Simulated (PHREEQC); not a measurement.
Consider water at 20 °C with 0.004 mol H2SO4, 0.16 mol CaCl2 and 0.00032 mol KCl per kg of water. Closed to the air; pH follows from the charge balance.

Model: ion-association model, phreeqc.dat, run in PHREEQC.

```csv
quantity,before,after
pH,2.23,4.13
CaSO4 (mol/kgw),0.00210,5.26e-6
SO4-2 (mol/kgw),0.00156,3.46e-5
HSO4- (mol/kgw),0.000229,1.81e-7
CaHSO4+ (mol/kgw),0.000115,2.59e-9
KSO4- (mol/kgw),6.28e-7,5.29e-10
SI of Gypsum (CaSO4:2H2O),-0.29,-2.93
SI of Sylvite (KCl),-5.24,-8.93
```

What was changed between the two runs?
A. 0.0038 mol/kgw HBr added
B. KCl from 0.00032 to 6.4e-05 mol/kgw
C. diluted 100-fold with water
D. temperature from 20 to 55 °C
E. temperature from 20 to 85 °C

C, diluted 100-fold with water

No solid was allowed to form.
